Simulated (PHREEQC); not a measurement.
# Buffer: an equilibrium model

Consider water at 85 °C with 6.1 mmol/kgw NaH2PO4, 28 mmol/kgw Na2HPO4 and 32 mmol/kgw KCl. Closed to the air; pH follows from the charge balance.

The numbers come from PHREEQC with the ion-association model, phreeqc.dat.

No solid was allowed to form.

Predict the pH.

pH 7.34.

In which forms is P present?

HPO4-2 78 %, H2PO4- 18 %, NaHPO4- 2.9 %, KHPO4- 1.4 % of the P.

Constants without temperature data keep their 25 °C values here.
